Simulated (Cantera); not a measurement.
Input: 1 mol c-C4F8, 5.1 mol H2, held at 0.00120 bar.

Cantera equilibrium calculation (NASA polynomials, part measured and part estimated; ideal gas, pure solids and liquids). Candidate condensed phases: C, C6H6, C7H8, C8H18; 110 gas species. Ions and electrons are included (thermal ionisation). The feed counts by its element totals alone. Rates play no part. All values below are at 2500 K.

Base state: HF 0.805, H 0.147, H2 0.0408, F 0.00604, C2H2 (acetylene) 0.000442, C3 0.000414, CF 0.000197, C 0.000139 (mole fractions); condensed: C(graphite).

Question: What changes in the equilibrium state with this change: H2 from 5.1 to 3.3 mol?

Answer: 
```json
[
 {"species": "HF", "before": "0.805", "after": "0.818"},
 {"species": "F", "before": "0.00604", "after": "0.167"},
 {"species": "CF", "before": "0.000197", "after": "0.00545"},
 {"species": "H", "before": "0.147", "after": "0.00539"},
 {"species": "H2", "before": "0.0408", "after": "5.51e-5"},
 {"species": "CF2", "before": "4.98e-6", "after": "0.00381"},
 {"species": "C2H2 (acetylene)", "before": "0.000442", "after": "5.96e-7"},
 {"species": "C(graphite), mol", "before": "3.97", "after": "3.91"}
]
```
